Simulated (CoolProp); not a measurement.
Saturated liquid density (kg/m³) of methane: the reference equation beside estimates from Tc = 190.6 K, pc = 45.99 bar, ω = 0.011. Rackett uses Z = 0.29056 − 0.08775 ω.

Computed with CoolProp (reference Helmholtz-energy equation of state, Setzmann 1991).

```json
[
 {"T (K)": "127.1", "reference": "398.8", "Rackett": "397.7", "van der Waals": "?", "Redlich-Kwong": "398.5"},
 {"T (K)": "133.3", "reference": "?", "Rackett": "387.4", "van der Waals": "265.9", "Redlich-Kwong": "385.6"},
 {"T (K)": "139.5", "reference": "?", "Rackett": "376.6", "van der Waals": "258.1", "Redlich-Kwong": "?"},
 {"T (K)": "145.7", "reference": "366.3", "Rackett": "365.1", "van der Waals": "249.8", "Redlich-Kwong": "356.8"},
 {"T (K)": "152", "reference": "?", "Rackett": "352.7", "van der Waals": "?", "Redlich-Kwong": "340.4"},
 {"T (K)": "158.2", "reference": "340.4", "Rackett": "339.4", "van der Waals": "?", "Redlich-Kwong": "322.7"},
 {"T (K)": "164.4", "reference": "325.6", "Rackett": "324.8", "van der Waals": "220.0", "Redlich-Kwong": "303.2"},
 {"T (K)": "170.6", "reference": "308.8", "Rackett": "308.2", "van der Waals": "207.8", "Redlich-Kwong": "281.1"},
 {"T (K)": "176.8", "reference": "288.7", "Rackett": "288.7", "van der Waals": "193.3", "Redlich-Kwong": "255.5"}
]
```

**Question.** What belongs in the gaps?

**Answer.** 
- 127.1, van der Waals: 273.2
- 133.3, reference: 388.5
- 139.5, reference: 377.8
- 139.5, Redlich-Kwong: 371.7
- 152, reference: 353.8
- 152, van der Waals: 240.7
- 158.2, van der Waals: 230.9

Absolute difference from the reference over all 9 rows, mean and median: Rackett 0.2 and 0.3 %, van der Waals 32.1 and 32.0 %, Redlich-Kwong 4.6 and 3.8 %.
